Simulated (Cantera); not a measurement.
**Ignition delay**

Mixture: CH4 : O2 : N2 = 1 : 1.05 : 2.95 (molar parts), at 0.510 bar, adiabatic and at constant pressure. Ignition delay is the time to a rise of 400 K.

Model: GRI-Mech 3.0 (53 species, 325 reactions), integrated in Cantera.

```
T0 (K)  delay (ms)
------  ----------
1175           131
1225          62.6
1275          31.0
1325          15.9
1375          8.46
1425          4.66
1475          2.67
```

- apparent activation energy between 1375 and 1475 K = 190 kJ/mol
